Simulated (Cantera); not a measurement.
## Transport properties of process gases

Gas mixture: 100 % O2, at 0.00160 bar, frozen composition.

Cantera's kinetic-theory transport with the Lennard-Jones parameters of GRI-Mech 3.0, ideal gas; thermal conductivity in the mixture-averaged form.

| T (K) | ρ (kg/m³) | cp (J/kg/K) | μ (µPa s) | λ (mW/m/K) | Pr | D (cm²/s) CO2 | D (cm²/s) CH3 | D (cm²/s) NH3 |
|---|---|---|---|---|---|---|---|---|
| 400 | 0.00154 | 941.4 | 25.6 | 33.9 | 0.713 | 167 | 240 | 244 |
| 600 | 0.00103 | 1003 | 34.1 | 48.2 | 0.709 | 342 | 484 | 515 |
| 800 | 0.000770 | 1055 | 41.4 | 61.4 | 0.710 | 562 | 788 | 858 |
| 1000 | 0.000616 | 1090 | 47.9 | 73.6 | 0.710 | 821 | 1150 | 1260 |
| 1200 | 0.000513 | 1114 | 54.0 | 84.9 | 0.708 | 1120 | 1560 | 1730 |
| 1400 | 0.000440 | 1134 | 59.7 | 95.7 | 0.707 | 1440 | 2010 | 2250 |
| 1600 | 0.000385 | 1151 | 65.1 | 106 | 0.707 | 1810 | 2510 | 2810 |
| 1800 | 0.000342 | 1167 | 70.2 | 116 | 0.707 | 2200 | 3050 | 3430 |
D: mixture-averaged diffusion coefficient of that species in the mixture.
